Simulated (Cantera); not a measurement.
A freely propagating, adiabatic, planar premixed flame of H2 : O2 : N2 = 1 : 0.25 : 0.94 (molar parts), equivalence ratio 2.0, unburnt at 550 K and 0.110 bar; mixture-averaged transport, grid criteria slope 0.08 and curve 0.16, no radiation.

Computed with Cantera and the H2/O2 subset of GRI-Mech 3.0, which has no nitrogen chemistry. Burning velocities carry a grid error of a few per cent, more on coarse grids.

**Question.** Predict: laminar burning velocity; thermal thickness; peak x(H2O2); peak x(OH); peak x(O).

**Answer.** 
```json
{
  "laminar_burning_velocity": "571 cm/s",
  "thermal_thickness": "7.60 mm",
  "peak x(H2O2)": "7.51e-7",
  "peak x(OH)": "0.00517",
  "peak x(O)": "0.00507"
}
```
